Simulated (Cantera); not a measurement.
# Hydrogen reduction and annealing atmospheres: Cu₂O + H₂ + N₂

Input: 1 mol Cu₂O, 1700 mol H₂, 0.91 mol N₂, held at 52000 Pa.

Method: chemical equilibrium by Gibbs-energy minimisation in Cantera with the NASA 1993 tables (ideal gas, pure condensed phases). Candidate condensed phases: Cu, CuO, Cu(OH)₂, Cu₂O, H₂O; 27 gas species. Equilibrium is a limit: real reactors are often held back by kinetics, nucleation or transport.

```tsv
T (°C)	x H₂	x H	x Cu	x H₂O	n Cu(s)	n Cu(l)
400	0.999	<1e-12	<1e-12	0.000588	2.00	0
600	0.999	6.48e-11	<1e-12	0.000588	2.00	0
800	0.999	1.94e-8	4.58e-10	0.000588	2.00	0
1000	0.999	9.88e-7	1.59e-7	0.000588	2.00	0
1200	0.999	1.75e-5	9.95e-6	0.000588	0	1.98
1400	0.999	0.000158	0.000214	0.000588	0	1.64
1600	0.997	0.000894	0.00117	0.000587	0	0
1800	0.994	0.00364	0.00117	0.000586	0	0
2000	0.986	0.0116	0.00117	0.000583	0	0
```
x: gas mole fraction; n: condensed amount in mol.

From 400 °C to 1000 °C the condensed part is Cu(s). From 1200 °C to 1400 °C the condensed part is Cu(l). From 1600 °C to 2000 °C nothing is condensed.
